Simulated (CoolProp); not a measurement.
Vapour-liquid equilibrium of n-hexane (1) + p-xylene (2) at 300.6 K; x and y are mole fractions of (1).

Values from CoolProp's multi-fluid Helmholtz-energy mixture model, Thol 2019 and Zhou 2012; pair parameters Bell 2016.

```csv
x,"bubble pressure, mixture model (kPa)","bubble pressure, Raoult's law (kPa)","y, mixture model","y, Raoult's law"
0.05,?,2.406,0.544,0.466
0.2,?,5.564,?,0.805
0.35,10.08,8.721,?,0.899
0.5,?,11.88,0.942,0.943
0.65,15.79,15.04,?,0.968
0.8,18.52,18.19,0.981,0.985
0.95,?,21.35,0.995,0.997
```

### Question
Fill in the missing entries.

### Answer

- 0.05, bubble pressure, mixture model (kPa): 2.829
- 0.2, bubble pressure, mixture model (kPa): 6.747
- 0.2, y, mixture model: 0.836
- 0.35, y, mixture model: 0.908
- 0.5, bubble pressure, mixture model (kPa): 13.03
- 0.65, y, mixture model: 0.964
- 0.95, bubble pressure, mixture model (kPa): 21.39

The largest gap from Raoult's law is +21.3 % in bubble pressure, at x = 0.2. No azeotrope shows between x = 0.05 and 0.95.

Pair parameters are fitted to limited data, so mixtures are less certain than the pure fluids.
